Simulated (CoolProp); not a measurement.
Aqueous ethylene glycol as a coolant, at 23 °C, 1 atm.

The numbers come from the Melinder's fits for secondary coolants in CoolProp.

```json
[
 {"mass %": "5", "freezing point (°C)": "-1.6", "Prandtl number": "___", "conductivity (W/(m K))": "0.581", "viscosity (mPa s)": "1.04", "density (kg/m³)": "1003"},
 {"mass %": "10.5", "freezing point (°C)": "-3.5", "Prandtl number": "8.70", "conductivity (W/(m K))": "0.555", "viscosity (mPa s)": "1.19", "density (kg/m³)": "1010"},
 {"mass %": "16", "freezing point (°C)": "-5.9", "Prandtl number": "10.3", "conductivity (W/(m K))": "0.529", "viscosity (mPa s)": "1.38", "density (kg/m³)": "1018"},
 {"mass %": "21.5", "freezing point (°C)": "-8.8", "Prandtl number": "12.2", "conductivity (W/(m K))": "0.504", "viscosity (mPa s)": "1.59", "density (kg/m³)": "1025"},
 {"mass %": "27", "freezing point (°C)": "-12.3", "Prandtl number": "14.5", "conductivity (W/(m K))": "___", "viscosity (mPa s)": "1.84", "density (kg/m³)": "1033"},
 {"mass %": "32.5", "freezing point (°C)": "-16.6", "Prandtl number": "17.0", "conductivity (W/(m K))": "0.457", "viscosity (mPa s)": "___", "density (kg/m³)": "1040"},
 {"mass %": "38", "freezing point (°C)": "-21.7", "Prandtl number": "20.0", "conductivity (W/(m K))": "0.435", "viscosity (mPa s)": "2.44", "density (kg/m³)": "1048"},
 {"mass %": "43.5", "freezing point (°C)": "-27.7", "Prandtl number": "23.5", "conductivity (W/(m K))": "0.414", "viscosity (mPa s)": "2.82", "density (kg/m³)": "1055"}
]
```

What belongs in the gaps?


- 5, Prandtl number: 7.39
- 27, conductivity (W/(m K)): 0.480
- 32.5, viscosity (mPa s): 2.12
